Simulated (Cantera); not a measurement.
An adiabatic, constant-volume homogeneous reactor starts with CO : H2 : O2 : N2 = 1 : 0.26 : 0.863 : 6.04 (molar parts), equivalence ratio 0.73, at 1725 K and 0.987 atm. Integrator tolerance rtol = 1e-08.

Computed with Cantera and GRI-Mech 3.0 (53 species, 325 reactions).

Problem. What does this change do: initial temperature 1725 to 1523 K?

Solution. 
```
quantity                                                            before                                    after
---------------------------------  ---------------------------------------  ---------------------------------------
time of steepest temperature rise                                  21.3 µs                                  35.4 µs
temperature at 0.300 s                                              2676 K                                   2602 K
equilibrium temperature                                             2676 K                                   2602 K
x(CO) at 0.300 s                     0.0353 (gas-phase equilibrium 0.0353)    0.0269 (gas-phase equilibrium 0.0269)
x(H2) at 0.300 s                   0.00155 (gas-phase equilibrium 0.00155)  0.00117 (gas-phase equilibrium 0.00117)
x(O2) at 0.300 s                     0.0380 (gas-phase equilibrium 0.0380)    0.0357 (gas-phase equilibrium 0.0357)
x(NO2) at 0.300 s                  5.01e-6 (gas-phase equilibrium 5.01e-6)  4.72e-6 (gas-phase equilibrium 4.72e-6)
x(H2O) at 0.300 s                    0.0275 (gas-phase equilibrium 0.0275)    0.0292 (gas-phase equilibrium 0.0292)
```
